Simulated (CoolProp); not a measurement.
A Linde-Hampson liquefier for dry air: isothermal reversible compression at 200 K from 1 atm to 15 MPa, throttling to 1 atm, return gas leaving the recuperator 2 K below the feed. Each further row changes one setting.

Values from CoolProp's reference Helmholtz-energy equation of state, Lemmon 2000. It is a pseudo-pure fit of the blend.

| case | liquid yield per pass | compression work (kJ/kg of gas) |
|---|---|---|
| as stated | ___ | 270 |
| high pressure 30 MPa | ___ | ___ |
| warm-end temperature 230 K | ___ | ___ |
| warm-end gap 7 K | ___ | 270 |

Question: Fill in the missing entries.

Answer: 
- as stated, liquid yield per pass: 0.212
- high pressure 30 MPa, liquid yield per pass: 0.274
- high pressure 30 MPa, compression work (kJ/kg of gas): 305
- warm-end temperature 230 K, liquid yield per pass: 0.139
- warm-end temperature 230 K, compression work (kJ/kg of gas): 320
- warm-end gap 7 K, liquid yield per pass: 0.199
